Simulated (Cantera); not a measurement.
A Cantera script and what it prints.

```python
import numpy as np
import cantera as ct

gas_names = """
    F FO FO2 F2 F2O H HF HNO HNO2 HNO3 HOF HO2 H2 H2F2 H2O H2O2 H3F3 H4F4 H5F5 H6F6 H7F7 N NF NF2 NF3 NH
    NH2 NH3 NH2OH NO NO2 NO3 N2 N2H2 N2H4 N2O O OH O2 O3
""".split()
cond_names = """
    H2O(s) H2O(L)
""".split()


# ... load() reads the species with a 1 bar reference pressure and builds the phases ...
atoms = {
    'HF': {'H': 1, 'F': 1},
    'O2': {'O': 2},
    'H2': {'H': 2},
    'NH3': {'N': 1, 'H': 3},
}
top_T = {}  # K; cautious upper limits of use, not melting points


# ... equilibrate(T, P, feed) seeds the gas with the atoms and calls Mixture.equilibrate('TP', solver="vcs", rtol=1e-11, max_steps=5000) ...
results = []
feed = {'HF': 1, 'O2': 0.43, 'H2': 4.5, 'NH3': 0.094}  # mol
P = 1900  # Pa
for T in [723, 923, 1123, 1323, 1523, 1723, 1923, 2123, 2323]:
    mix = equilibrate(T, P, feed)
    results.append((T, P, feed, dict(zip(mix.species_names, mix.species_moles))))
    x = sorted(zip(gas.X, gas.species_names), reverse=True)
    print(f"T = {T:g} K  P = {P:g} Pa  gas = {mix.phase_moles(0):.4g} mol")
    print("   x: " + "  ".join(f"{s} {v:.3e}" for v, s in x if v > 0.0001))
    print("   condensed (mol): " + ("  ".join(f"{mix.phase(i).name} {mix.phase_moles(i):.4g}"
          for i in range(1, mix.n_phases) if mix.phase_moles(i) > 1e-12) or "none"))
```

It prints:

```
T = 723 K  P = 1900 Pa  gas = 5.688 mol
   x: H2 6.647e-01  HF 1.758e-01  H2O 1.512e-01  N2 8.260e-03
   condensed (mol): none
T = 923 K  P = 1900 Pa  gas = 5.688 mol
   x: H2 6.647e-01  HF 1.758e-01  H2O 1.512e-01  N2 8.263e-03
   condensed (mol): none
T = 1123 K  P = 1900 Pa  gas = 5.688 mol
   x: H2 6.647e-01  HF 1.758e-01  H2O 1.512e-01  N2 8.263e-03
   condensed (mol): none
T = 1323 K  P = 1900 Pa  gas = 5.688 mol
   x: H2 6.647e-01  HF 1.758e-01  H2O 1.512e-01  N2 8.263e-03
   condensed (mol): none
T = 1523 K  P = 1900 Pa  gas = 5.688 mol
   x: H2 6.646e-01  HF 1.758e-01  H2O 1.512e-01  N2 8.262e-03  H 1.367e-04
   condensed (mol): none
T = 1723 K  P = 1900 Pa  gas = 5.691 mol
   x: H2 6.638e-01  HF 1.757e-01  H2O 1.511e-01  N2 8.258e-03  H 1.078e-03
   condensed (mol): none
T = 1923 K  P = 1900 Pa  gas = 5.704 mol
   x: H2 6.601e-01  HF 1.753e-01  H2O 1.507e-01  N2 8.239e-03  H 5.553e-03  OH 1.091e-04
   condensed (mol): none
T = 2123 K  P = 1900 Pa  gas = 5.75 mol
   x: H2 6.474e-01  HF 1.739e-01  H2O 1.489e-01  H 2.094e-02  N2 8.173e-03  OH 5.958e-04
   condensed (mol): none
T = 2323 K  P = 1900 Pa  gas = 5.878 mol
   x: H2 6.137e-01  HF 1.701e-01  H2O 1.437e-01  H 6.189e-02  N2 7.988e-03  OH 2.410e-03  O 1.651e-04
   condensed (mol): none
```

Equilibrium computed with Cantera from the NASA thermochemical tables; the gas is ideal and each condensed phase is pure.
